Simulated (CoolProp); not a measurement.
Vapour-liquid equilibrium of R22 (1) + R123 (2) at 31.05 °C; x and y are mole fractions of (1).

Model: multi-fluid Helmholtz-energy mixture model, Kamei 1995 and Younglove 1994; pair parameters Bell 2016, in CoolProp.

Q: Give the bubble pressure and the first vapour's composition at x = 0.05, 0.65, 0.725. Is there an azeotrope?

A: x = 0.05: 0.1605 MPa, y = 0.314; x = 0.65: 0.8085 MPa, y = 0.935; x = 0.725: 0.8926 MPa, y = 0.951. No azeotrope shows between x = 0.05 and 0.95.

The pair parameters rest on a limited set of measurements; away from them the model extrapolates.
